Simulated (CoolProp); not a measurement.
Vapour-liquid equilibrium of R113 (1) + n-heptane (2) at 23.85 °C; x and y are mole fractions of (1).

Values from CoolProp's multi-fluid Helmholtz-energy mixture model, Marx 1992 and Span 2003; pair parameters Bell 2016.

```csv
x,bubble pressure (MPa),y at the bubble point,dew pressure at overall composition x (MPa),liquid density (mol/L)
0.05,0.008337,0.343,0.006023,6.856
0.2,0.01555,0.699,0.007023,7.056
0.35,0.02179,0.820,0.008418,7.266
0.5,0.02717,0.883,0.01050,7.489
0.65,0.03194,0.924,0.01392,7.727
0.8,0.03648,0.957,0.02048,7.982
0.95,0.04117,0.989,0.03543,8.259
```

No azeotrope shows between x = 0.05 and 0.95.

The pair parameters rest on a limited set of measurements; away from them the model extrapolates.
